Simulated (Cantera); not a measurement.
What does this Cantera script print?

```python
import numpy as np
import cantera as ct

gas_names = """
    CL CL2 H HCL H2 Si SiCL SiCL2 SiCL3 SiCL4 SiH SiHCL3 SiH2 SiH2CL2 SiH3 SiH3CL SiH4 Si2 Si3
""".split()
cond_names = """
    Si(cr) Si(L)
""".split()


# ... load() reads the species with a 1 bar reference pressure and builds the phases ...
atoms = {
    'SiCl4': {'Si': 1, 'CL': 4},
    'HCl': {'H': 1, 'CL': 1},
    'H2': {'H': 2},
    'Cl2': {'CL': 2},
}
top_T = {}  # K; cautious upper limits of use, not melting points


# ... equilibrate(T, P, feed) seeds the gas with the atoms and calls Mixture.equilibrate('TP', solver="vcs", rtol=1e-11, max_steps=5000) ...
results = []
T = 750  # K
P = 10000  # Pa
for m in [0.27, 0.32, 0.38, 0.45, 0.53, 0.63, 0.75, 0.89, 1.1, 1.2, 1.5]:
    feed = {'SiCl4': 1, 'HCl': 4.8, 'H2': m, 'Cl2': 0.86}  # mol
    mix = equilibrate(T, P, feed)
    results.append((T, P, feed, dict(zip(mix.species_names, mix.species_moles))))

top = {s: max(r[3][s] / sum(r[3][g] for g in gas_names) for r in results) for s in gas_names}
cols = sorted((s for s in top if top[s] > 1e-05), key=lambda s: -top[s])[:9]
seen = [c for c in cond_names if any(r[3].get(c, 0) > 1e-12 for r in results)]
print("log10 of partial pressures in bar; condensed amounts in mol")
print(f"{'n(H2)':>10s}" + "".join(f"{s[:9]:>10s}" for s in cols + seen))
for T, P, feed, n in results:
    ng = sum(n[g] for g in gas_names)
    print(f"{feed['H2']:10.4g}" + "".join(f"{np.log10(max(n[s] / ng * P / 1e5, 1e-99)):10.3f}" for s in cols)
          + "".join(f"{n.get(c, 0):10.4g}" for c in seen))
```

Output:

```
log10 of partial pressures in bar; condensed amounts in mol
     n(H2)       HCL     SiCL4       CL2        H2
      0.27    -1.113    -1.841    -2.070   -13.960
      0.32    -1.108    -1.844    -2.111   -13.909
      0.38    -1.102    -1.848    -2.166   -13.842
      0.45    -1.096    -1.852    -2.239   -13.757
      0.53    -1.089    -1.857    -2.338   -13.643
      0.63    -1.080    -1.863    -2.501   -13.463
      0.75    -1.070    -1.870    -2.828   -13.116
      0.89    -1.064    -1.878   -12.530    -3.401
       1.1    -1.076    -1.890   -13.445    -2.510
       1.2    -1.081    -1.895   -13.602    -2.364
       1.5    -1.097    -1.912   -13.893    -2.106
```

Equilibrium computed with Cantera from the NASA thermochemical tables; the gas is ideal and each condensed phase is pure.
